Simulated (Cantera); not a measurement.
What does this Cantera script print?

```python
import numpy as np
import cantera as ct

gas = ct.Solution("gri30.yaml")
gas.TPX = 550, 270000, {'C2H4': 1, 'O2': 2.31, 'N2': 10.6, 'H2O': 0.3}
flame = ct.FreeFlame(gas, width=0.02)
flame.set_refine_criteria(ratio=3, slope=0.08, curve=0.16)
flame.transport_model = "mixture-averaged"
flame.solve(loglevel=0, auto=True)
flame.transport_model = "multicomponent"
flame.soret_enabled = False
flame.solve(loglevel=0, refine_grid=True)
z, T = flame.grid, flame.T
thick = (T[-1] - T[0]) / np.gradient(T, z).max()
show = ['C2H4', 'O2', 'H2O', 'H', 'CO2', 'HO2']
print(f"laminar burning velocity  {flame.velocity[0] * 100:.3f} cm/s")
print(f"burnt temperature         {T[-1]:.1f} K")
print(f"thermal thickness         {thick * 1e3:.4f} mm")
print(f"grid points               {len(z)}")
z0 = z[flame.heat_release_rate.argmax()]
print(f"{'z/mm':>9s}{'T/K':>9s}{'u/(m/s)':>9s}" + "".join(f"{s:>11s}" for s in show))
rows = []
for k in (-3, -2, -1.5, -1, -0.5, -0.25, 0, 0.25, 0.5, 1, 2, 4, 8):
    zz = z0 + k * thick
    rows.append([k * thick, np.interp(zz, z, T), np.interp(zz, z, flame.velocity),
                 *(np.interp(zz, z, flame.X[gas.species_index(s)]) for s in show)])
    print(f"{rows[-1][0] * 1e3:9.3f}{rows[-1][1]:9.1f}{rows[-1][2]:9.3f}" + "".join(f"{x:11.3e}" for x in rows[-1][3:]))
```

It prints:

```
laminar burning velocity  143.088 cm/s
burnt temperature         2249.9 K
thermal thickness         0.1101 mm
grid points               148
     z/mm      T/K  u/(m/s)       C2H4         O2        H2O          H        CO2        HO2
   -0.330    550.1    1.432  7.032e-02  1.624e-01  2.111e-02  3.590e-14  7.320e-08  2.090e-07
   -0.220    550.7    1.436  7.022e-02  1.622e-01  2.116e-02  3.488e-12  8.679e-07  1.855e-06
   -0.165    554.0    1.447  7.004e-02  1.616e-01  2.148e-02  1.143e-10  6.766e-06  1.078e-05
   -0.110    577.7    1.516  6.930e-02  1.591e-01  2.360e-02  6.961e-09  7.046e-05  7.901e-05
   -0.055    848.7    2.267  5.891e-02  1.363e-01  4.311e-02  2.220e-05  1.774e-03  7.531e-04
   -0.028   1235.8    3.361  3.792e-02  1.010e-01  6.914e-02  5.011e-04  6.332e-03  8.150e-04
    0.000   1620.7    4.489  1.384e-02  6.109e-02  9.567e-02  2.240e-03  1.434e-02  3.166e-04
    0.028   1871.0    5.228  2.324e-03  3.242e-02  1.127e-01  4.909e-03  2.426e-02  6.199e-05
    0.055   1990.0    5.563  1.806e-04  1.664e-02  1.204e-01  7.446e-03  3.444e-02  1.560e-05
    0.110   2057.9    5.722  3.498e-07  6.043e-03  1.225e-01  9.764e-03  4.964e-02  4.369e-06
    0.220   2105.3    5.819  1.597e-11  2.794e-03  1.209e-01  9.216e-03  6.012e-02  2.177e-06
    0.440   2152.1    5.928  1.260e-15  1.621e-03  1.226e-01  6.976e-03  6.305e-02  1.268e-06
    0.881   2193.7    6.027  7.573e-17  8.173e-04  1.255e-01  4.608e-03  6.382e-02  6.281e-07
```

Computed with Cantera and GRI-Mech 3.0 (53 species, 325 reactions). GRI-Mech 3.0 was tuned for natural gas; its chemistry of ethylene as a main component is partial and can be far from experiment. Burning velocities carry a grid error of a few per cent, more on coarse grids.
